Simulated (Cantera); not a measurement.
A perfectly stirred reactor is fed with NO : N₂ = 1 : 7.9 (molar parts), at 1.80 bar; it is held at 2073 K, and followed from long to short residence time.

Detailed kinetics in Cantera: GRI-Mech 3.0 (53 species, 325 reactions).

x: mole fraction; the columns are a selection and need not sum to one.

```csv
τ (s),x NO,x N₂,x O,x O₂,x N₂O
9.6,0.0125,0.938,0.000193,0.0498,4.71e-7
3.4,0.0225,0.932,0.000183,0.0448,6.26e-7
1.2,0.0423,0.923,0.000163,0.0349,1.22e-6
0.41,0.0710,0.908,0.000128,0.0206,2.80e-6
0.15,0.0936,0.897,9.16e-5,0.00929,4.65e-6
0.051,0.106,0.891,6.37e-5,0.00322,5.88e-6
0.018,0.110,0.889,4.97e-5,0.00109,6.32e-6
0.0063,0.112,0.888,?,?,6.39e-6
0.0022,0.112,0.888,?,?,6.18e-6
0.00077,0.112,0.888,2.51e-5,1.97e-5,5.55e-6
0.00027,0.112,0.888,1.16e-5,2.18e-6,4.26e-6
```

Complete the blanks.


- 0.0063, x O: 4.24e-5
- 0.0063, x O₂: 0.000349
- 0.0022, x O: 3.58e-5
- 0.0022, x O₂: 9.86e-5
